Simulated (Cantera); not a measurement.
A closed system holds: 1 mol Si3N4, a varied amount of O2, 85 mol N2, held at 977 °C and 0.0518 Torr.

These are equilibrium values from Cantera (NASA tables, ideal gas, pure condensed phases), not measurements of a reactor. Candidate condensed phases: Si, SiO2, Si2N2O, Si3N4; 16 gas species. The tables hold silica as quartz up to 1696 K and as liquid above; real silica turns to tridymite and cristobalite and melts near 1996 K. The numbers say what is thermodynamically allowed, not how fast it happens.

Question: At 6.2 mol O2, list the 3 most abundant gas species with their mole fractions, and the condensed phases.

Answer: N2 0.964, O2 0.0354, NO 0.000128. Condensed: SiO2(β-quartz).
